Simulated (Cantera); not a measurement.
Gas mixture: NH3 : H2O = 0.89 : 0.47 (molar parts), at 0.395 atm, frozen composition.

Cantera's kinetic-theory transport with the Lennard-Jones parameters of GRI-Mech 3.0, ideal gas; thermal conductivity in the mixture-averaged form. Polar gases are described roughly by these parameters. The composition is frozen, though it would react at the higher temperatures.

One state of this run: ρ (kg/m³) = 0.0643; cp (J/kg/K) = 3268; μ (µPa s) = 43.6; λ (mW/m/K) = 195; Pr = 0.732; D (cm²/s) CH4 = 8.35; D (cm²/s) H = 45.0; D (cm²/s) H2O = 9.16. D: mixture-averaged diffusion coefficient of that species in the mixture.

**Question.** Which value of T (K) does it belong to?
(A) 1150
(B) 850
(C) 1300
(D) 1450

**Answer.** C, 1300
